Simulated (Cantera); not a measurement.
Mixture: CH4 : O2 : N2 : CO2 = 1 : 3.03 : 11.4 : 2 (molar parts), equivalence ratio 0.66, at 740000 Pa, adiabatic and at constant volume. Ignition delay is the time to a rise of 400 K.

Model: GRI-Mech 3.0 (53 species, 325 reactions), integrated in Cantera.

Task: Predict: delay at 1250 K; delay at 1350 K; delay at 1450 K; delay at 1550 K; apparent activation energy between 1500 and 1600 K.

Result: 
| Item | Value |
|---|---|
| delay at 1250 K | 3.32 ms |
| delay at 1350 K | 1.07 ms |
| delay at 1450 K | 0.382 ms |
| delay at 1550 K | 0.149 ms |
| apparent activation energy between 1500 and 1600 K | 180 kJ/mol |
